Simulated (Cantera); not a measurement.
Charge: 1 mol SiH4, 32 mol N2, equilibrated at 14.0 Pa.

Method: chemical equilibrium by Gibbs-energy minimisation in Cantera with the NASA 1993 tables (ideal gas, pure condensed phases). Candidate condensed phases: Si, Si3N4; 18 gas species. Rates play no part.

Which condensed phases are stable at each of these points (T (°C)): 1227, 1277, 1327, 1377, 1427, 1477, 1527, 1577, 1627?


| T (°C) | condensed phases | Si condensed (%) |
|---|---|---|
| 1227 | Si3N4(s) | 99.9 |
| 1277 | Si3N4(s) | 99.2 |
| 1327 | Si(s) | 97.5 |
| 1377 | Si(s) | 93.1 |
| 1427 | Si(l) | 82.6 |
| 1477 | Si(l) | 61.4 |
| 1527 | Si(l) | 17.5 |
| 1577 | gas only | 0.0 |
| 1627 | gas only | 0.0 |

From 1227 °C to 1277 °C the condensed part is Si3N4(s). From 1327 °C to 1377 °C the condensed part is Si(s). From 1427 °C to 1527 °C the condensed part is Si(l). From 1577 °C to 1627 °C nothing is condensed.
